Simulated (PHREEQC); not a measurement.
Consider water at 80 °C with 0.25 mol Cd(NO3)2 per kg of water. It is in equilibrium with CO2 at log p = -3.4 (atm). Otherwise closed; pH follows from the charge balance.

The numbers come from PHREEQC with the ion-association model, phreeqc.dat.

This is a speciation only: nothing precipitates in the calculation.

What pH, activity of water does the model give?

pH 4.62; activity of water 0.988.

In which forms is Cd present?

Cd+2 94 %, CdNO3+ 6.1 % of the Cd.

Ionic strength above about 0.7 mol/kgw puts this run outside the model's range. At this temperature some constants are extrapolated from 25 °C, and those without enthalpy data are left unchanged.
